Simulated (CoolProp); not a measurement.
Vapour pressure (MPa) of hexamethyldisiloxane (MM): the reference equation beside estimates from Tc = 518.7 K, pc = 1.931 MPa, ω = 0.418. Clausius-Clapeyron is anchored at 354.1 K with a constant enthalpy of vaporisation of 32.91 kJ/mol.

Computed with CoolProp (reference Helmholtz-energy equation of state, Thol 2016).

```csv
T (K),reference,Lee-Kesler,Clausius-Clapeyron,van der Waals,Redlich-Kwong,Soave-Redlich-Kwong,Peng-Robinson
321.5,0.01639,0.01616,0.01779,0.2019,0.05518,…,0.01670
332.4,0.02543,0.02518,0.02664,0.2428,0.07644,0.02524,0.02573
343.2,0.03800,0.03776,0.03876,0.2886,0.1030,0.03778,0.03826
354.1,0.05528,0.05513,0.05528,0.3402,0.1362,0.05510,0.05546
365,0.07824,0.07829,0.07718,0.3976,0.1765,0.07823,0.07835
375.9,0.1081,0.1085,0.1057,…,0.2247,0.1084,0.1081
386.7,0.1457,0.1466,0.1418,0.5298,0.2812,0.1467,0.1458
397.6,0.1932,0.1947,0.1878,0.6057,0.3476,0.1951,0.1935
408.5,0.2517,…,0.2449,…,0.4243,0.2551,0.2524
419.4,0.3228,0.3261,0.3151,0.7775,0.5120,0.3282,0.3243
```

### Question
Some entries are withheld; supply them.

### Answer

- 321.5, Soave-Redlich-Kwong: 0.01624
- 375.9, van der Waals: 0.4609
- 408.5, Lee-Kesler: 0.2540
- 408.5, van der Waals: 0.6882

Absolute difference from the reference over all 10 rows, mean and median: Lee-Kesler 0.7 and 0.7 %, Clausius-Clapeyron 2.9 and 2.5 %, van der Waals 468.7 and 367.3 %, Redlich-Kwong 128.8 and 116.7 %, Soave-Redlich-Kwong 0.8 and 0.7 %, Peng-Robinson 0.5 and 0.3 %.
